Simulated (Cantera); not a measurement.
## SiH2Cl2 + H2O + H2 (silicon oxide and oxynitride deposition)

Input: 1 mol SiH2Cl2, a varied amount of H2O, 0.46 mol H2, held at 1125 K and 12.0 mbar.

Method: chemical equilibrium by Gibbs-energy minimisation in Cantera with the NASA 1993 tables (ideal gas, pure condensed phases). Candidate condensed phases: H2O, Si, SiO2; 30 gas species. Mutual solubility and eutectic melting of coexisting phases are not modelled. The tables' values for SiCl3 are old estimates; treat these amounts as uncertain. Kinetics and transport are ignored.

From 0.12 mol H2O to 0.95 mol H2O the condensed part is Si(s) + SiO2(β-quartz). From 1.1 mol H2O to 1.4 mol H2O the condensed part is SiO2(β-quartz). The main Si-bearing gas is SiCl4 throughout. The share of Si in condensed phases is highest at 1.4 mol H2O (70.0 %) and lowest at 0.12 mol H2O (49.9 %).

| n(H2O) (mol) | x H2 | x HCl | x SiCl4 | x SiCl2 | x SiHCl3 | x SiCl3 | x SiH2Cl2 | n Si(s) | n SiO2(β-quartz) |
|---|---|---|---|---|---|---|---|---|---|
| 0.12 | 0.679 | 0.0877 | 0.168 | 0.0240 | 0.0226 | 0.0181 | 0.000372 | 0.439 | 0.0600 |
| 0.23 | 0.692 | 0.0872 | 0.158 | 0.0233 | 0.0218 | 0.0173 | 0.000368 | 0.385 | 0.115 |
| 0.33 | 0.703 | 0.0867 | 0.150 | 0.0227 | 0.0211 | 0.0166 | 0.000364 | 0.337 | 0.165 |
| 0.43 | 0.712 | 0.0862 | 0.143 | 0.0221 | 0.0204 | 0.0160 | 0.000360 | 0.288 | 0.215 |
| 0.54 | 0.722 | 0.0857 | 0.135 | 0.0215 | 0.0198 | 0.0154 | 0.000355 | 0.234 | 0.270 |
| 0.64 | 0.730 | 0.0852 | 0.129 | 0.0210 | 0.0192 | 0.0148 | 0.000351 | 0.186 | 0.320 |
| 0.75 | 0.739 | 0.0846 | 0.123 | 0.0205 | 0.0186 | 0.0143 | 0.000346 | 0.132 | 0.375 |
| 0.85 | 0.746 | 0.0841 | 0.117 | 0.0201 | 0.0181 | 0.0138 | 0.000342 | 0.0832 | 0.425 |
| 0.95 | 0.753 | 0.0836 | 0.113 | 0.0197 | 0.0176 | 0.0134 | 0.000338 | 0.0344 | 0.475 |
| 1.1 | 0.749 | 0.109 | 0.108 | 0.0111 | 0.0129 | 0.00989 | 0.000190 | 0 | 0.550 |
| 1.2 | 0.730 | 0.148 | 0.101 | 0.00545 | 0.00864 | 0.00668 | 9.08e-5 | 0 | 0.600 |
| 1.3 | 0.707 | 0.191 | 0.0891 | 0.00280 | 0.00573 | 0.00450 | 4.52e-5 | 0 | 0.650 |
| 1.4 | 0.682 | 0.234 | 0.0756 | 0.00153 | 0.00383 | 0.00306 | 2.38e-5 | 0 | 0.700 |
x: gas mole fraction; n: condensed amount in mol.
